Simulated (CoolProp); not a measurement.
Saturation properties of fluorine (Tc = -128.7 °C, pc = 52.40 bar, ω = 0.045).

Values from CoolProp's reference Helmholtz-energy equation of state, de Reuck 1990.

| T (°C) | p (bar) | vapour density (kg/m³) | enthalpy of vaporisation (kJ/kg) | surface tension (mN/m) |
|---|---|---|---|---|
| -182.35 | 1.874 | 9.958 | 168.7 | 11.9 |
| -177.55 | 2.943 | 15.15 | 163.5 | 10.6 |
| -172.75 | 4.415 | 22.16 | 157.9 | 9.36 |
| -167.95 | 6.370 | 31.39 | 151.7 | 8.13 |
| -163.05 | 8.950 | 43.62 | 144.7 | 6.91 |
| -158.25 | 12.14 | 59.03 | 137.0 | 5.75 |
| -153.45 | 16.07 | 78.76 | 128.3 | 4.63 |
| -148.65 | 20.84 | 104.3 | 118.3 | 3.56 |
| -143.75 | 26.69 | 138.7 | 106.0 | 2.52 |
| -138.95 | 33.49 | 185.5 | 91.04 | 1.58 |

It boils at -188.1 °C under 1 atm.

Surface tension comes from a separate correlation (Mulero 2012).
